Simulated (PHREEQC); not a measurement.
Solution (25 °C): 20 mmol/kgw Cu(NO3)2 and 0.47 mmol/kgw H2SO4. Closed to the air; pH follows from the charge balance.

Equilibrium calculation in PHREEQC: ion-association model, wateq4f.dat.

| quantity | before | after |
|---|---|---|
| pH | 3.10 | 4.08 |
| ionic strength (mol/kgw) | 0.0606 | 0.0600 |
| HSO4- (mol/kgw) | 1.05e-5 | 1.13e-7 |

Task: Which change was made?
A. diluted 2-fold with water
B. H2SO4 from 0.00047 to 4.7e-05 mol/kgw
C. H2SO4 from 0.00047 to 0.0047 mol/kgw
D. Cu(NO3)2 left out

Result: B, H2SO4 from 0.00047 to 4.7e-05 mol/kgw

Precipitation was switched off in this run.
